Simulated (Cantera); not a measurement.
Charge: 1 mol MgO, 8.1 mol F2, equilibrated at 1.00 Torr.

Cantera equilibrium calculation (NASA polynomials, part measured and part estimated; ideal gas, pure solids and liquids). Candidate condensed phases: Mg, MgF2, MgO; 14 gas species. Rates play no part.

Problem. Which condensed phases are stable at each of these points (T (°C)): 527, 627, 727, 827, 927, 1027, 1127, 1227, 1327, 1427, 1527, 1627?

Solution. 
```csv
T (°C),condensed phases,Mg condensed (%)
527,MgF2(s),100.0
627,MgF2(s),100.0
727,MgF2(s),100.0
827,MgF2(s),100.0
927,MgF2(s),100.0
1027,MgF2(s),99.4
1127,MgF2(s),92.7
1227,MgF2(s),36.5
1327,gas only,0.0
1427,gas only,0.0
1527,gas only,0.0
1627,gas only,0.0
```

From 527 °C to 1227 °C the condensed part is MgF2(s). From 1327 °C to 1627 °C nothing is condensed.
